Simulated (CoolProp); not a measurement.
Vapour-liquid equilibrium of CHF3 (R23) (1) + R227EA (2) at 0.216 MPa; x and y are mole fractions of (1).

Values from CoolProp's multi-fluid Helmholtz-energy mixture model, Penoncello 2003 and Lemmon 2016; pair parameters Bell 2016.

```csv
x,"bubble temperature, mixture model (°C)","bubble temperature, Raoult's law (°C)","y, mixture model","y, Raoult's law"
0.05,-9.0,-10.5,0.375,0.430
0.2,-34.4,-33.4,0.826,0.831
0.35,-47.9,-45.5,0.930,0.929
0.5,-55.4,-53.3,0.964,0.966
0.65,-60.1,-59.0,0.980,0.983
0.8,-63.6,-63.3,0.989,0.993
0.95,-66.8,-66.8,0.997,0.999
```

The largest gap from Raoult's law is -2.4 K in bubble temperature, at x = 0.35. No azeotrope shows between x = 0.05 and 0.95.

The pair parameters rest on a limited set of measurements; away from them the model extrapolates. The gap from Raoult's law changes sign with composition, which may be real or a fault of the pair parameters; it wasn't checked against measurements.
